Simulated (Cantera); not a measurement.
**Pb + CO + H2 (iron carbonyl, mercury and lead vapours)**

Charge: 1 mol Pb, 0.045 mol CO, 1.8 mol H2, at 0.00770 bar.

Equilibrium computed with Cantera from the NASA thermochemical tables; the gas is ideal and each condensed phase is pure. Candidate condensed phases: C, C6H6, C7H8, C8H18, H2O, Pb, PbO, PbO2, Pb3O4; 113 gas species. Kinetics and transport are ignored.

From 898 K to 1298 K the condensed part is Pb(l). From 1348 K to 1498 K nothing is condensed. The main Pb-bearing gas is Pb throughout.

```csv
T (K),x H2,x Pb,x CO,x CH4,x H2O,x H,x CO2,x Pb2,n Pb(l)
898,0.974,0.000168,0.0233,0.00105,0.000991,1.23e-9,5.52e-5,9.62e-11,1.000
948,0.975,0.000622,0.0239,0.000477,0.000457,5.90e-9,2.03e-5,8.61e-10,0.999
998,0.973,0.00201,0.0241,0.000233,0.000225,2.42e-8,8.07e-6,6.15e-9,0.996
1048,0.970,0.00580,0.0241,0.000121,0.000118,8.67e-8,3.47e-6,3.62e-8,0.989
1098,0.961,0.0152,0.0240,6.58e-5,6.43e-5,2.76e-7,1.59e-6,1.80e-7,0.972
1148,0.940,0.0364,0.0235,3.67e-5,3.60e-5,7.92e-7,7.60e-7,7.78e-7,0.930
1198,0.897,0.0810,0.0224,2.04e-5,2.00e-5,2.05e-6,3.66e-7,2.96e-6,0.837
1248,0.811,0.169,0.0203,1.06e-5,1.04e-5,4.79e-6,1.67e-7,1.01e-5,0.625
1298,0.652,0.332,0.0163,4.47e-6,4.43e-6,9.86e-6,6.31e-8,3.11e-5,0.0825
1348,0.633,0.351,0.0158,2.84e-6,2.84e-6,2.10e-5,3.63e-8,2.82e-5,0
1398,0.633,0.351,0.0158,1.96e-6,2.00e-6,4.29e-5,2.32e-8,2.32e-5,0
1448,0.633,0.351,0.0158,1.37e-6,1.47e-6,8.35e-5,1.55e-8,1.94e-5,0
1498,0.633,0.351,0.0158,9.61e-7,1.12e-6,0.000156,1.08e-8,1.63e-5,0
```
x: gas mole fraction; n: condensed amount in mol.
